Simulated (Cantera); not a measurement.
A perfectly stirred reactor is fed with C3H8 : O2 : N2 : CO2 = 1 : 2.78 : 8.89 : 1.7 (molar parts), at 10.0 bar; it is adiabatic with a 425 K inlet, and is followed from long to short residence time, starting on the burning branch (τ in s: 0.46, 0.12, 0.031, 0.008, 0.0021, 0.00054, 0.00014, 3.6e-05, 9.4e-06).

Detailed kinetics in Cantera: GRI-Mech 3.0 (53 species, 325 reactions). GRI-Mech 3.0 was tuned for natural gas; its chemistry of propane as a main component is partial and can be far from experiment.

**Question.** What does this change do: pressure from 10.0 bar to 1.01 bar?

**Answer.** 
```json
[
 {"quantity": "blow-out, bracketed by the residence times tried", "before": "burning at 0.540 ms, out at 0.140 ms", "after": "burning at 2.10 ms, out at 0.540 ms"},
 {"quantity": "x(C3H8) at τ = 0.460 s", "before": "4.20e-7", "after": "1.23e-6"},
 {"quantity": "x(O2) at τ = 0.460 s", "before": "9.68e-5", "after": "0.000255"},
 {"quantity": "x(CO2) at τ = 0.460 s", "before": "0.101", "after": "0.100"},
 {"quantity": "x(N2O) at τ = 0.460 s", "before": "2.80e-10", "after": "6.38e-10"},
 {"quantity": "x(CH3) at τ = 0.460 s", "before": "2.94e-5", "after": "9.78e-5"},
 {"quantity": "x(C3H8) at τ = 2.10 ms", "before": "6.37e-5", "after": "0.000186"},
 {"quantity": "x(O2) at τ = 2.10 ms", "before": "0.00519", "after": "0.0109"},
 {"quantity": "x(CO2) at τ = 2.10 ms", "before": "0.121", "after": "0.111"},
 {"quantity": "x(N2O) at τ = 2.10 ms", "before": "1.60e-8", "after": "5.21e-9"},
 {"quantity": "x(CH3) at τ = 2.10 ms", "before": "0.000307", "after": "0.00101"}
]
```

**Question.** What does this change do: pressure from 10.0 bar to 1.00 bar?

**Answer.** 
| quantity | before | after |
|---|---|---|
| blow-out, bracketed by the residence times tried | burning at 0.540 ms, out at 0.140 ms | burning at 2.10 ms, out at 0.540 ms |
| x(C3H8) at τ = 0.460 s | 4.20e-7 | 1.24e-6 |
| x(O2) at τ = 0.460 s | 9.68e-5 | 0.000256 |
| x(CO2) at τ = 0.460 s | 0.101 | 0.100 |
| x(N2O) at τ = 0.460 s | 2.80e-10 | 6.52e-10 |
| x(CH3) at τ = 0.460 s | 2.94e-5 | 9.83e-5 |
| x(C3H8) at τ = 2.10 ms | 6.37e-5 | 0.000187 |
| x(O2) at τ = 2.10 ms | 0.00519 | 0.0109 |
| x(CO2) at τ = 2.10 ms | 0.121 | 0.111 |
| x(N2O) at τ = 2.10 ms | 1.60e-8 | 5.16e-9 |
| x(CH3) at τ = 2.10 ms | 0.000307 | 0.00101 |
